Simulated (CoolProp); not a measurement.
R134a at 304.06 K and 1.81 MPa flows at 3 m/s in a round tube of 6 mm bore and 15 µm roughness, fully developed (64/Re and Nu = 3.66 if laminar; Colebrook and Gnielinski if turbulent). Each further row changes one setting.

Values from CoolProp's reference Helmholtz-energy equation of state, Tillner-Roth 1994.

```json
[
 {"case": "as stated", "Reynolds number": "116000", "Darcy friction factor": "0.0262", "pressure drop (Pa/m)": "23400", "heat-transfer coefficient (W/(m² K))": "8770", "mass flow (kg/h)": "___"},
 {"case": "velocity 6 m/s", "Reynolds number": "232000", "Darcy friction factor": "___", "pressure drop (Pa/m)": "___", "heat-transfer coefficient (W/(m² K))": "17300", "mass flow (kg/h)": "___"},
 {"case": "diameter 12 mm", "Reynolds number": "232000", "Darcy friction factor": "0.0218", "pressure drop (Pa/m)": "9740", "heat-transfer coefficient (W/(m² K))": "7660", "mass flow (kg/h)": "1450"}
]
```

Q: Complete the blanks.

A: 
- as stated, mass flow (kg/h): 364
- velocity 6 m/s, Darcy friction factor: 0.0255
- velocity 6 m/s, pressure drop (Pa/m): 91200
- velocity 6 m/s, mass flow (kg/h): 727

Viscosity comes from a separate model (Huber 2003), an estimate that may be off by 10 % or more. Thermal conductivity comes from a separate model (McLinden 2000), an estimate that may be off by 10 % or more.
